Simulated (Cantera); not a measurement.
Input: 1 mol PbF₂, 0.38 mol H₂, held at 1473 K and 75.0 Torr.

Method: chemical equilibrium by Gibbs-energy minimisation in Cantera with the NASA 1993 tables (ideal gas, pure condensed phases). Candidate condensed phases: Pb, PbF₂; 16 gas species. Rates play no part.

Q: What is the equilibrium state?

A: 
| Item | Value |
|---|---|
| x(HF) | 0.450 |
| x(PbF₂) | 0.278 |
| x(Pb) | 0.188 |
| x(PbF) | 0.0520 |
| x(PbF₄) | 0.0318 |
| x(H₂) | 0.000144 |
| x(Pb₂) | 6.62e-5 |
| n(Pb(l)) | 0.0714 mol |
| gas amount | 1.688 mol |
